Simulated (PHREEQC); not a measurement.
NH3 is added in steps, without added water, to 1 kg of water holding 0.002 mol/kgw CaCl2, 0.0032 mol/kgw NaF and 0.0034 mol/kgw NaCl, at 33 °C. Oxygen alone is held at its pressure in air (log pO2 = -0.68). No CO2 enters from the air. The run lets Fluorite, Portlandite, Halite precipitate or redissolve, and no other solid.

Base run: PHREEQC, ion-association model, wateq4f.dat. Each further column changes one thing. The table gives pH.

```tsv
NH3 added (mol)	base	0.00023 mol/kgw NaHCO3 added	diluted 2-fold with water	NaCl from 0.0034 to 0.00068 mol/kgw
0	6.95	7.98	6.96	6.95
2.625e-06	8.08	8.09	8.09	8.09
4.375e-06	8.28	8.16	8.29	8.28
7e-06	8.45	8.26	8.46	8.46
9.625e-06	8.56	8.34	8.57	8.57
1.138e-05	8.62	8.38	8.63	8.63
1.4e-05	8.69	8.44	8.70	8.69
1.663e-05	8.75	8.49	8.75	8.75
1.837e-05	8.78	8.53	8.79	8.78
2.1e-05	8.82	8.57	8.83	8.83
```

 Solids allowed in the column '0.00023 mol/kgw NaHCO3 added': Calcite, Fluorite, Portlandite, Halite, Nahcolite, Natron.
